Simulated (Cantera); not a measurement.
Input: 1 mol SF6, 0.25 mol H2O, 2.9 mol H2, equilibrated at 2623.15 K and 1.00 bar.

Equilibrium computed with Cantera from the NASA thermochemical tables; the gas is ideal and each condensed phase is pure. Candidate condensed phases: H2O, H2SO4, S; 43 gas species. The numbers say what is thermodynamically allowed, not how fast it happens.

Base state: HF 0.880, S2 0.0492, SO 0.0199, S 0.0159, H2 0.0129, SO2 0.00596, SH 0.00515, H 0.00479 (mole fractions); condensed: gas only.

Q: What changes in the equilibrium state with this change: temperature from 2623.15 K to 3275 K?

A: 
```json
[
 {"species": "HF", "before": "0.880", "after": "0.801"},
 {"species": "S", "before": "0.0159", "after": "0.0700"},
 {"species": "H", "before": "0.00479", "after": "0.0359"},
 {"species": "S2", "before": "0.0492", "after": "0.0175"},
 {"species": "F", "before": "0.000925", "after": "0.0256"},
 {"species": "SO", "before": "0.0199", "after": "0.0247"},
 {"species": "H2", "before": "0.0129", "after": "0.0110"},
 {"species": "O", "before": "8.50e-5", "after": "0.00317"},
 {"species": "O2", "before": "1.08e-5", "after": "0.000139"},
 {"species": "SF", "before": "0.000169", "after": "0.000791"},
 {"species": "OH", "before": "0.000355", "after": "0.00163"}
]
```
